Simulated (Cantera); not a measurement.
A perfectly stirred reactor is fed with C₃H₈ : H₂ = 1 : 9.4 (molar parts), at 0.257 atm; it is held at 1950 K, and followed from long to short residence time.

Cantera simulation using GRI-Mech 3.0 (53 species, 325 reactions); the numbers are that mechanism's predictions, not measurements. GRI-Mech 3.0 was tuned for natural gas; its chemistry of propane as a main component is partial and can be far from experiment. GRI-Mech 3.0 stops at C3 and has no aromatics, soot or wall deposition, so with more carbon than oxygen in the feed, carbon stays in small species such as C2H2 where larger ones or solid carbon would form.

**Question.** What does this change do: H2 9.4 to 1.1 parts?

**Answer.** 
```
quantity                  before     after
----------------------  --------  --------
x(C₃H₈) at τ = 26.0 s    1.17e-8   3.33e-8
x(H₂) at τ = 26.0 s        0.885     0.702
x(C₂H₆) at τ = 26.0 s    4.09e-8   7.55e-8
x(CH₄) at τ = 26.0 s     0.00171   0.00208
x(C₂H₄) at τ = 26.0 s   0.000228  0.000478
x(C₃H₈) at τ = 0.170 s   1.78e-6   5.07e-6
x(H₂) at τ = 0.170 s       0.880     0.692
x(C₂H₆) at τ = 0.170 s   1.18e-6   3.14e-6
x(CH₄) at τ = 0.170 s    0.00982    0.0141
x(C₂H₄) at τ = 0.170 s  0.000256  0.000566
```

**Question.** What does this change do: 0.75 parts H2O added?

**Answer.** 
```csv
quantity,before,after
x(C₃H₈) at τ = 26.0 s,1.17e-8,1.05e-8
x(H₂) at τ = 26.0 s,0.885,0.871
x(C₂H₆) at τ = 26.0 s,4.09e-8,3.18e-8
x(CH₄) at τ = 26.0 s,0.00171,0.00153
x(C₂H₄) at τ = 26.0 s,0.000228,0.000151
x(C₃H₈) at τ = 0.170 s,1.78e-6,1.62e-6
x(H₂) at τ = 0.170 s,0.880,0.854
x(C₂H₆) at τ = 0.170 s,1.18e-6,1.28e-6
x(CH₄) at τ = 0.170 s,0.00982,0.0103
x(C₂H₄) at τ = 0.170 s,0.000256,0.000199
```
